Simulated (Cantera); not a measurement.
## CH3SiH3 + C2H2 + H2 (silicon carbide growth)

Feed: 1 mol CH3SiH3, 0.1 mol C2H2, 85 mol H2, equilibrated at 71.0 mbar.

Method: chemical equilibrium by Gibbs-energy minimisation in Cantera with the NASA 1993 tables (ideal gas, pure condensed phases). Candidate condensed phases: C, C6H6, C7H8, C8H18, Si, SiC; 87 gas species. The feed counts by its element totals alone. Gases not in the tables: Si2H6 and higher silanes. Equilibrium is a limit: real reactors are often held back by kinetics, nucleation or transport.

From 1500 K to 2025 K the condensed part is C(graphite) + SiC(s). At 2100 K the condensed part is SiC(s). The main Si-bearing gas is SiH2 at 1500 K and Si at 2100 K.

```csv
T (K),x H2,x H,x C2H2 (acetylene),x CH4,x Si,x SiH,n C(graphite),n SiC(s)
1500,1.000,6.61e-5,9.02e-6,0.000182,1.08e-9,9.24e-10,0.182,1.000
1575,1.000,0.000156,2.11e-5,0.000129,7.79e-9,4.96e-9,0.185,1.000
1650,1.000,0.000341,4.56e-5,9.43e-5,4.68e-8,2.28e-8,0.184,1.000
1725,0.999,0.000697,9.21e-5,7.08e-5,2.41e-7,9.16e-8,0.177,1.000
1800,0.998,0.00134,0.000175,5.45e-5,1.08e-6,3.27e-7,0.164,1.000
1875,0.997,0.00246,0.000316,4.28e-5,4.27e-6,1.05e-6,0.141,0.999
1950,0.995,0.00429,0.000544,3.42e-5,1.52e-5,3.09e-6,0.102,0.998
2025,0.992,0.00719,0.000898,2.78e-5,4.93e-5,8.37e-6,0.0439,0.994
2100,0.987,0.0116,0.00121,2.10e-5,0.000159,2.28e-5,0,0.981
```
x: gas mole fraction; n: condensed amount in mol.
